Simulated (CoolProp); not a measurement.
Vapour-liquid equilibrium of CH2F2 (R32) (1) + fluoroethane (R161) (2) at 198.4 K; x and y are mole fractions of (1).

Computed with CoolProp (multi-fluid Helmholtz-energy mixture model, Tillner-Roth 1997 and Wu 2012; pair parameters Bell 2016).

```json
[
 {"x": "0.05", "bubble pressure, mixture model (kPa)": "[?]", "bubble pressure, Raoult's law (kPa)": "13.30", "y, mixture model": "0.129", "y, Raoult's law": "0.100"},
 {"x": "0.125", "bubble pressure, mixture model (kPa)": "15.32", "bubble pressure, Raoult's law (kPa)": "14.35", "y, mixture model": "0.275", "y, Raoult's law": "0.232"},
 {"x": "0.2", "bubble pressure, mixture model (kPa)": "16.68", "bubble pressure, Raoult's law (kPa)": "15.40", "y, mixture model": "0.384", "y, Raoult's law": "0.346"},
 {"x": "0.275", "bubble pressure, mixture model (kPa)": "[?]", "bubble pressure, Raoult's law (kPa)": "16.45", "y, mixture model": "0.473", "y, Raoult's law": "0.445"},
 {"x": "0.35", "bubble pressure, mixture model (kPa)": "19.01", "bubble pressure, Raoult's law (kPa)": "17.50", "y, mixture model": "0.547", "y, Raoult's law": "0.532"},
 {"x": "0.425", "bubble pressure, mixture model (kPa)": "20.03", "bubble pressure, Raoult's law (kPa)": "18.56", "y, mixture model": "0.612", "y, Raoult's law": "0.610"},
 {"x": "0.5", "bubble pressure, mixture model (kPa)": "20.99", "bubble pressure, Raoult's law (kPa)": "19.61", "y, mixture model": "0.671", "y, Raoult's law": "0.679"},
 {"x": "0.575", "bubble pressure, mixture model (kPa)": "21.91", "bubble pressure, Raoult's law (kPa)": "20.66", "y, mixture model": "0.726", "y, Raoult's law": "0.741"},
 {"x": "0.65", "bubble pressure, mixture model (kPa)": "22.79", "bubble pressure, Raoult's law (kPa)": "21.71", "y, mixture model": "[?]", "y, Raoult's law": "0.797"},
 {"x": "0.725", "bubble pressure, mixture model (kPa)": "23.65", "bubble pressure, Raoult's law (kPa)": "22.77", "y, mixture model": "0.828", "y, Raoult's law": "0.848"},
 {"x": "0.8", "bubble pressure, mixture model (kPa)": "[?]", "bubble pressure, Raoult's law (kPa)": "23.82", "y, mixture model": "0.876", "y, Raoult's law": "0.894"},
 {"x": "0.875", "bubble pressure, mixture model (kPa)": "25.30", "bubble pressure, Raoult's law (kPa)": "24.87", "y, mixture model": "0.923", "y, Raoult's law": "0.937"},
 {"x": "0.95", "bubble pressure, mixture model (kPa)": "26.10", "bubble pressure, Raoult's law (kPa)": "25.92", "y, mixture model": "[?]", "y, Raoult's law": "0.976"}
]
```

Task: Some entries are withheld; supply them.

Result: 
- 0.05, bubble pressure, mixture model (kPa): 13.77
- 0.275, bubble pressure, mixture model (kPa): 17.90
- 0.65, y, mixture model: 0.778
- 0.8, bubble pressure, mixture model (kPa): 24.48
- 0.95, y, mixture model: 0.969

The largest gap from Raoult's law is +8.8 % in bubble pressure, at x = 0.275. No azeotrope shows between x = 0.05 and 0.95.

Pair parameters are fitted to limited data, so mixtures are less certain than the pure fluids.
